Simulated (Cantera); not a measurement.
**Thermodynamics of aluminium nitride and oxide growth, feed Al(CH3)3 + N2**

Input: 1 mol Al(CH3)3, 13 mol N2, at 1123.15 K and 0.0100 bar.

Method: chemical equilibrium by Gibbs-energy minimisation in Cantera with the NASA 1993 tables (ideal gas, pure condensed phases). Candidate condensed phases: Al, AlN, C, C6H6, C7H8, C8H18; 97 gas species. The feed counts by its element totals alone. Kinetics and transport are ignored.

```
Item                                 Result
--------------------------------  ---------
x(N2)                                 0.735
x(H2)                                 0.265
x(CH4)                              2.05e-5
x(HCN)                              1.32e-5
n(AlN(s))                          1.00 mol
n(C(graphite))                     3.00 mol
gas amount                        17.00 mol
log10 activity of Al(l) (absent)      -8.11
```
